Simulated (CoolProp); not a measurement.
A simple Rankine cycle with sulfur dioxide: condensing at 291.15 K, boiler at 0.977 MPa, turbine inlet 330.6 K, turbine efficiency 0.65, pump efficiency 0.7, no recuperator. Each further row changes one setting.

Values from CoolProp's reference Helmholtz-energy equation of state, Gao 2016.

| case | thermal efficiency (%) | net work (kJ/kg) | heat in (kJ/kg) | turbine exit temperature (K) | volume ratio over the turbine |
|---|---|---|---|---|---|
| as stated | 6.8 | 25.7 | 377 | 291.1 | 2.89 |
| turbine inlet 350.6 K | 6.9 | 27.3 | 393 | 294.6 | 2.78 |
| condensing temperature 283.15 K | 8.2 | 31.8 | 388 | 283.2 | 3.78 |
| boiler pressure 0.684 MPa | 4.9 | 18.6 | 383 | 292.9 | 2.02 |
| turbine efficiency 0.55 | 5.7 | 21.6 | 377 | 291.1 | 2.93 |

The expansion ends wet for: as stated; condensing temperature 283.15 K; turbine efficiency 0.55.
